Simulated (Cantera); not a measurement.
A closed system holds: 1 mol Si, 0.012 mol O₂, 21 mol H₂, 0.035 mol H₂O, equilibrated at 1873 K and 1.00 bar.

Cantera equilibrium calculation (NASA polynomials, part measured and part estimated; ideal gas, pure solids and liquids). Candidate condensed phases: H₂O, Si, SiO₂; 18 gas species. Gases not in the tables: Si₂H₆ and higher silanes. Equilibrium is a limit: real reactors are often held back by kinetics, nucleation or transport.

Base state: H₂ 0.996, SiO 0.00279, H 0.000644, SiH₂ 4.89e-5 (mole fractions); condensed: Si(l).

### Question
What changes in the equilibrium state with this change: O₂ from 0.012 to 1.5 mol?

### Answer
```csv
species,before,after
H₂,0.996,0.950
H₂O,2.74e-6,0.0493
H,0.000644,0.000629
SiO,0.00279,0.000165
SiH₂,4.89e-5,<1e-9
"Si(l), mol",0.940,0
"SiO₂(condensed), mol",0,0.997
```
The tables hold silica as quartz up to 1696 K and as liquid above; real silica turns to tridymite and cristobalite and melts near 1996 K. Gases not in the tables: Si(OH)₄.
